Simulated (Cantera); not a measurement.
## Thermodynamics of carbothermic reduction, feed Fe3O4 + CO

Feed: 1 mol Fe3O4, a varied amount of CO, held at 2.20 bar.

Method: chemical equilibrium by Gibbs-energy minimisation in Cantera with the NASA 1993 tables (ideal gas, pure condensed phases). Candidate condensed phases: C, Fe, Fe(CO)5, FeO, Fe2O3, Fe3O4; 15 gas species. Each liquid is taken as pure. Mutual solubility and eutectic melting of coexisting phases are not modelled. The tables' stoichiometric FeO is somewhat more stable than real wüstite, so its field is too wide. FeO: taken at fixed stoichiometry. The numbers say what is thermodynamically allowed, not how fast it happens.

Problem. Map the stable condensed phases over T = 825, 925, 1025, 1125, 1225, 1325, 1425, 1525, 1625, 1725, 1825, 1925, 2025, 2125 °C and n(CO) in mol = 1.4, 2.9, 4.5, 6, 7.6, 9.1, 11, 12, 14, 15, 17, 18, 20.

Solution. 
```
T in °C \ n(CO) in mol
         1.4 2.9 4.5   6 7.6 9.1  11  12  14  15  17  18  20
   2125    A   A   A   A   A   A   A   A   A   B   B   B   B
   2025    A   A   A   A   A   A   A   A   B   B   B   B   B
   1925    A   A   A   A   A   A   A   A   B   B   B   B   B
   1825    A   A   A   A   A   A   A   B   B   B   B   B   B
   1725    A   A   A   A   A   A   B   B   B   B   B   B   B
   1625    A   A   A   A   A   A   B   B   B   B   B   B   B
   1525    A   A   A   A   A   A   B   B   B   B   B   B   B
   1425    A   A   A   A   A   B   B   B   B   B   B   B   B
   1325    A   A   A   A   B   B   B   B   B   B   B   B   B
   1225    A   A   A   A   B   B   B   B   B   B   B   B   B
   1125    A   A   A   A   B   B   B   B   B   B   B   B   B
   1025    A   A   A   A   B   B   B   B   B   B   B   B   B
    925    A   A   A   B   B   B   B   B   B   B   B   B   B
    825    A   A   A   B   B   B   B   B   B   B   B   B   B
```
A: FeO; B: Fe + FeO.
